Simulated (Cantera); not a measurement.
Input: 1 mol V2O3, 11 mol H2, 84 mol N2, held at 923.15 K and 6.20 mbar.

These are equilibrium values from Cantera (NASA tables, ideal gas, pure condensed phases), not measurements of a reactor. Candidate condensed phases: H2O, V, VN, VO, V2O3, V2O4, V2O5; 28 gas species. VN: taken at fixed stoichiometry. Condensed phases not in the tables: the oxides between V2O3 and V2O5 other than VO2, V2N. Rates play no part.

Base state: N2 0.884, H2 0.116, H2O 0.000141 (mole fractions); condensed: VN(s) + V2O3(s).

Question: What changes in the equilibrium state with this change: temperature from 923.15 K to 1600 K?

Answer: 
```csv
species,before,after
N2,0.884,0.884
H2,0.116,0.115
H2O,0.000141,0.000706
H,1.06e-9,0.000234
"VN(s), mol",0.00891,0
"V2O3(s), mol",0.996,0.933
"VO(s), mol",0,0.134
```
Mutual solubility and eutectic melting of coexisting phases are not modelled. VO: taken at fixed stoichiometry. Condensed phases not in the tables: the oxides between V2O3 and V2O5 other than VO2.
